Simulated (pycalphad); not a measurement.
# Effect of B content in Ti-Hf-B

Source of the numbers: pycalphad with the COST 507 light-alloy database (1999); pressure 1 atm. These are 1990s assessments: newer ones move some temperatures and phases. Amounts are mole fractions of atoms.

**Question.** One of these alloys has its liquidus at 1919 K, its solidus at 1814 K, and holds bcc 0.74, BM 0.26 at 1275 K. Which?
A) Ti-1.01Hf-13.2B (at.%)
B) Ti-1.01Hf-8.8B (at.%)
C) Ti-1.01Hf-2.2B (at.%)

**Answer.** A, Ti-1.01Hf-13.2B (at.%). The others: Ti-1.01Hf-2.2B (at.%), liquidus 1893, solidus 1814; Ti-1.01Hf-8.8B (at.%), liquidus 1856, solidus 1814

Database names, with the compositions (at.%) that they take in these runs: BM: Ti 50 B 50.
